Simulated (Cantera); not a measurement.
## Adiabatic ignition

An adiabatic, constant-pressure homogeneous reactor starts with CH4 : H2 : O2 : N2 : CO2 = 1 : 0.066 : 2.67 : 10.1 : 0.048 (molar parts), equivalence ratio 0.76, at 1350 K and 1130 Torr.

Computed with Cantera and GRI-Mech 3.0 (53 species, 325 reactions).

```json
[
 {"t (s)": "6.00e-6", "T (K)": "1350", "x CH4": "0.0720", "x H2": "0.00475", "x O2": "0.192", "x HO2": "7.73e-8", "x C2H4": "<1e-12", "x HCN": "<1e-12"},
 {"t (s)": "1.83e-5", "T (K)": "1350", "x CH4": "0.0720", "x H2": "0.00475", "x O2": "0.192", "x HO2": "2.33e-7", "x C2H4": "1.82e-12", "x HCN": "<1e-12"},
 {"t (s)": "5.61e-5", "T (K)": "1350", "x CH4": "0.0720", "x H2": "0.00475", "x O2": "0.192", "x HO2": "6.76e-7", "x C2H4": "8.30e-11", "x HCN": "<1e-12"},
 {"t (s)": "0.000171", "T (K)": "1350", "x CH4": "0.0720", "x H2": "0.00475", "x O2": "0.192", "x HO2": "1.74e-6", "x C2H4": "6.95e-9", "x HCN": "<1e-12"},
 {"t (s)": "0.000524", "T (K)": "1351", "x CH4": "0.0719", "x H2": "0.00474", "x O2": "0.192", "x HO2": "3.18e-6", "x C2H4": "1.66e-6", "x HCN": "<1e-12"},
 {"t (s)": "0.00160", "T (K)": "1362", "x CH4": "0.0696", "x H2": "0.00483", "x O2": "0.191", "x HO2": "1.78e-5", "x C2H4": "9.13e-5", "x HCN": "<1e-12"},
 {"t (s)": "0.00490", "T (K)": "2593", "x CH4": "<1e-12", "x H2": "0.00467", "x O2": "0.0471", "x HO2": "7.54e-6", "x C2H4": "<1e-12", "x HCN": "4.85e-11"},
 {"t (s)": "0.0150", "T (K)": "2584", "x CH4": "<1e-12", "x H2": "0.00465", "x O2": "0.0442", "x HO2": "7.04e-6", "x C2H4": "<1e-12", "x HCN": "8.08e-11"},
 {"t (s)": "0.0458", "T (K)": "2584", "x CH4": "<1e-12", "x H2": "0.00464", "x O2": "0.0439", "x HO2": "7.00e-6", "x C2H4": "<1e-12", "x HCN": "8.35e-11"},
 {"t (s)": "0.140", "T (K)": "2584", "x CH4": "<1e-12", "x H2": "0.00464", "x O2": "0.0439", "x HO2": "7.00e-6", "x C2H4": "<1e-12", "x HCN": "8.35e-11"},
 {"t (s)": "0.428", "T (K)": "2584", "x CH4": "<1e-12", "x H2": "0.00464", "x O2": "0.0439", "x HO2": "7.00e-6", "x C2H4": "<1e-12", "x HCN": "8.35e-11"},
 {"t (s)": "1.31", "T (K)": "2584", "x CH4": "<1e-12", "x H2": "0.00464", "x O2": "0.0439", "x HO2": "7.00e-6", "x C2H4": "<1e-12", "x HCN": "8.35e-11"},
 {"t (s)": "4.00", "T (K)": "2584", "x CH4": "<1e-12", "x H2": "0.00464", "x O2": "0.0439", "x HO2": "7.00e-6", "x C2H4": "<1e-12", "x HCN": "8.35e-11"}
]
```
x: mole fraction; the columns are a selection and need not sum to one.

The time of steepest temperature rise is 2.54 ms and the temperature at 4.00 s is 2584 K. The equilibrium temperature is 2584 K and the x(CH4) at 4.00 s is <1e-12 (gas-phase equilibrium <1e-12). The x(H2) at 4.00 s comes out as 0.00464 (gas-phase equilibrium 0.00464) and the x(O2) at 4.00 s comes out as 0.0439 (gas-phase equilibrium 0.0439).
